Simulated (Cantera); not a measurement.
Mixture: CH3OH : O2 : N2 = 1 : 3.19 : 12 (molar parts), equivalence ratio 0.47, at 1.00 bar, adiabatic and at constant pressure. Ignition delay is the time to a rise of 400 K.

Cantera simulation using GRI-Mech 3.0 (53 species, 325 reactions); the numbers are that mechanism's predictions, not measurements. GRI-Mech 3.0 was tuned for natural gas; its chemistry of methanol as a main component is partial and can be far from experiment.

Task: Predict: delay at 1273 K; delay at 1373 K; delay at 1473 K; delay at 1573 K; delay at 1673 K; apparent activation energy between 1623 and 1723 K.

Result: 
```
Item                                                     Value
--------------------------------------------------  ----------
delay at 1273 K                                        3.76 ms
delay at 1373 K                                        1.06 ms
delay at 1473 K                                       0.382 ms
delay at 1573 K                                       0.165 ms
delay at 1673 K                                        82.0 µs
apparent activation energy between 1623 and 1723 K  140 kJ/mol
```
